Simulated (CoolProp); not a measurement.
Vapour-liquid equilibrium of cyclohexane (1) + o-xylene (2) at 2.31 bar; x and y are mole fractions of (1).

Values from CoolProp's multi-fluid Helmholtz-energy mixture model, Zhou 2014 and Zhou 2012; pair parameters Bell 2016.

Q: Give the bubble temperature and the first vapour's composition at x = 0.35, 0.425, 0.65. Is there an azeotrope?

A: x = 0.35: 411.4 K, y = 0.733; x = 0.425: 406.6 K, y = 0.787; x = 0.65: 395.9 K, y = 0.894. No azeotrope shows between x = 0.05 and 0.95.

Pair parameters are fitted to limited data, so mixtures are less certain than the pure fluids.
